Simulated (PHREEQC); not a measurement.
Solution (70 °C): 1.3 mmol/kgw NaH2PO4, 60 mmol/kgw K2HPO4 and 80 mmol/kgw KCl. Closed to the air; pH follows from the charge balance.

Model: ion-association model, phreeqc.dat, run in PHREEQC.

Precipitation was switched off in this run.

Problem. What pH, activity of water, density does the model give?

Solution. pH 8.24; activity of water 0.994; density 0.990 g/cm³.

Problem. In which forms is K present?

Solution. K+ 98 %, KHPO4- 2.4 % of the K.

Complexes and solids missing from the database can't appear. Constants without temperature data keep their 25 °C values here.
